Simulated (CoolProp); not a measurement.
Properties of carbon dioxide along the isobar 7.71 bar.

Computed with CoolProp (reference Helmholtz-energy equation of state, Span 1996).

```csv
T (K),phase,speed of sound (m/s),isothermal compressibility (1/MPa),conductivity (mW/(m K))
299.2,gas,263.9,1.351,17.1
330,gas,277.6,1.335,?
360.7,gas,290.2,1.324,21.9
391.5,gas,302.2,1.317,24.3
422.2,gas,313.5,1.312,26.8
453,gas,324.3,1.308,29.3
483.7,gas,?,1.305,31.8
514.5,gas,?,1.303,?
545.3,gas,354.4,1.302,?
576,gas,?,1.300,39.3
606.8,gas,?,1.299,41.7
```

Question: What belongs in the gaps?

Answer: 
- 330, conductivity (mW/(m K)): 19.5
- 483.7, speed of sound (m/s): 334.7
- 514.5, speed of sound (m/s): 344.7
- 514.5, conductivity (mW/(m K)): 34.3
- 545.3, conductivity (mW/(m K)): 36.8
- 576, speed of sound (m/s): 363.7
- 606.8, speed of sound (m/s): 372.9

Thermal conductivity comes from a separate model (Huber 2016).
